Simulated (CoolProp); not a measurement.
Properties of the fluoroketone C6F12O (FK-5-1-12) along the isotherm 500 K (Tc = 441.8 K, pc = 1.869 MPa, ω = 0.471).

The numbers come from the reference Helmholtz-energy equation of state, McLinden 2015 in CoolProp.

```
p (MPa)          phase       Z  cp (kJ/(kg K))  speed of sound (m/s)  expansivity (1/kK)
-------  -------------  ------  --------------  --------------------  ------------------
0.255              gas  0.9698           1.072                 112.9               2.246
0.51               gas  0.9391           1.081                     …               2.533
0.765              gas  0.9077           1.091                 106.1               2.871
1.02               gas  0.8755           1.104                 102.6               3.274
1.27               gas       …           1.118                 99.06               3.748
1.53               gas  0.8079               …                 95.24               4.348
1.78               gas  0.7730           1.159                 91.52               5.049
2.04     supercritical       …           1.187                 87.67               5.936
2.29     supercritical  0.6991           1.220                 84.13               6.960
2.55     supercritical  0.6609           1.261                 80.79                   …
2.8      supercritical       …           1.307                 78.09               9.553
```

Task: Complete the blanks.

Result: 
- 0.51, speed of sound (m/s): 109.5
- 1.27, Z: 0.8429
- 1.53, cp (kJ/(kg K)): 1.137
- 2.04, Z: 0.7357
- 2.55, expansivity (1/kK): 8.208
- 2.8, Z: 0.6248
